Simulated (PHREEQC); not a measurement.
PHREEQC input (ion-association model, wateq4f.dat):

```
SOLUTION_MASTER_SPECIES
  An  An-  0  An  62.0  # stands for a non-complexing anion
SOLUTION_SPECIES
  An- = An-
    -log_k 0
    -gamma 3.0 0
PHASES
  Fix_H+
    H+ = H+
    -log_k 0
SOLUTION 1
  temp 25
  units mmol/kgw
  pH 7 charge
  S(6) 0.0061
  Na 100.012
  An 100
END
SELECTED_OUTPUT 1
  -reset false
  -pH true
  -pe true
  -ionic_strength true
  -water true
  -totals Na S S(-2) S(6)
  -molalities Hfo_wOH Hfo_wOH2+ Hfo_wO- Hfo_sOH Hfo_sOH2+ Hfo_sO- Hfo_wSO4- Hfo_wOHSO4-2
  -saturation_indices Mirabilite
USER_PUNCH 1
  -headings sigma psi
  10 PUNCH EDL("sigma", "Hfo"), EDL("psi", "Hfo")
PRINT
  -reset false
USE solution 1
SURFACE 1
  Hfo_wOH 0.000314607 600 0.14
  Hfo_sOH 7.86517e-06
EQUILIBRIUM_PHASES 1
  Fix_H+ -4 HAn 10
    -force_equality true
  O2(g) -0.68 10
END
# ... the last block is repeated for the other 12 points of pH, with NaOH or the acid as the point needs
```

Selected output (columns that matter, 10 of 13 rows; pH added in front):

```
pH	mu	Na	S	m_Hfo_wOH	m_Hfo_wOH2+	m_Hfo_wO-	m_Hfo_sOH	m_Hfo_sOH2+	m_Hfo_sO-	m_Hfo_wSO4-	m_Hfo_wOHSO4-2	si_Mirabilite	sigma	psi
4	0.10027	0.10001	2.2319e-07	3.8713e-05	0.00026989	1.2721e-07	9.8626e-07	6.8757e-06	3.2409e-09	4.5726e-06	1.3042e-06	-8.2697	0.30953	0.14474
4.5	0.10017	0.10001	3.7156e-07	7.6404e-05	0.0002319	5.7667e-07	1.9455e-06	5.905e-06	1.4684e-08	3.461e-06	2.2674e-06	-8.0469	0.26331	0.13652
5.5	0.10008	0.10001	1.849e-06	0.00016379	0.00014224	4.3208e-06	4.1509e-06	3.6048e-06	1.095e-07	1.2922e-06	2.9588e-06	-7.3494	0.15417	0.10951
6	0.10006	0.10001	3.6895e-06	0.00019818	0.00010549	8.5287e-06	4.9926e-06	2.6577e-06	2.1486e-07	5.0902e-07	1.9015e-06	-7.0493	0.10924	0.09251
6.5	0.10005	0.10001	5.2829e-06	0.00022139	7.8012e-05	1.4392e-05	5.549e-06	1.9554e-06	3.6075e-07	1.23e-07	6.9411e-07	-6.8933	0.073178	0.07353
7.5	0.10003	0.10001	6.0695e-06	0.00023958	4.7041e-05	2.7953e-05	5.9901e-06	1.1761e-06	6.989e-07	2.7449e-09	2.7799e-08	-6.833	0.022408	0.029399
8	0.10002	0.10001	6.0953e-06	0.00024144	3.8228e-05	3.4933e-05	6.0361e-06	9.5572e-07	8.7334e-07	3.445e-10	4.3265e-09	-6.8311	0.0038696	0.0053492
8.5	0.10003	0.10003	6.0993e-06	0.00024077	3.0991e-05	4.285e-05	6.0191e-06	7.7478e-07	1.0713e-06	4.2283e-11	6.532e-10	-6.8307	-0.013965	-0.018909
9.5	0.10008	0.10011	6.1e-06	0.00022862	1.748e-05	6.8503e-05	5.7156e-06	4.3699e-07	1.7126e-06	6.7585e-13	1.7578e-11	-6.8302	-0.060077	-0.064682
10	0.10019	0.10022	6.1e-06	0.00021231	1.1356e-05	9.0935e-05	5.3079e-06	2.839e-07	2.2734e-06	8.9675e-14	3.3338e-12	-6.8294	-0.093701	-0.085081
```

Species that the database lacks are ignored.
